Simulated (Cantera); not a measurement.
A freely propagating, adiabatic, planar premixed flame of CH4 : H2 : O2 : N2 = 1 : 0.25 : 1.77 : 6.66 (molar parts), equivalence ratio 1.2, unburnt at 575 K and 5.00 bar; mixture-averaged transport, grid criteria slope 0.08 and curve 0.16, no radiation.

Detailed kinetics in Cantera: GRI-Mech 3.0 (53 species, 325 reactions). Burning velocities carry a grid error of a few per cent, more on coarse grids.

**Question.** How do the results move with these cheaper or finer settings: unity-Lewis-number transport; multicomponent transport; multicomponent+Soret transport; grid criteria slope 0.5, curve 1; grid criteria slope 0.25, curve 0.5; grid criteria slope 0.03, curve 0.06?

**Answer.** 
| setting | laminar burning velocity | thermal thickness | peak x(H) | peak x(O) | grid points |
|---|---|---|---|---|---|
| as above | 70.2 cm/s | 0.100 mm | 0.00552 | 0.000816 | 151 |
| unity-Lewis-number transport | 48.2 cm/s | 0.128 mm | 0.00625 | 0.000907 | 143 |
| multicomponent transport | 70.4 cm/s | 0.102 mm | 0.00554 | 0.000815 | 151 |
| multicomponent+Soret transport | 70.2 cm/s | 0.101 mm | 0.00557 | 0.000871 | 151 |
| grid criteria slope 0.5, curve 1 | 77.6 cm/s | 0.110 mm | 0.00575 | 0.000894 | 35 |
| grid criteria slope 0.25, curve 0.5 | 72.8 cm/s | 0.104 mm | 0.00561 | 0.000844 | 59 |
| grid criteria slope 0.03, curve 0.06 | 69.2 cm/s | 0.0996 mm | 0.00547 | 0.000802 | 320 |
The base run took roughly 17 core-seconds.
Unity Lewis numbers drop preferential diffusion, which matters most where H2 and H carry the flame; Soret adds thermal diffusion.
